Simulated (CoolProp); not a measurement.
Computed with CoolProp (reference Helmholtz-energy equation of state, de Reuck 1990).

Problem. Give the vapour pressure (MPa), liquid cp (kJ/(kg K)), vapour Z of saturated fluorine at 113.3, 128.7, 136.4 K.

Solution. 
| T (K) | p (MPa) | liquid cp (kJ/(kg K)) | vapour Z |
|---|---|---|---|
| 113.3 | 1.10 | 1.72 | 0.830 |
| 128.7 | 2.58 | 2.21 | 0.688 |
| 136.4 | 3.70 | 3.19 | 0.580 |
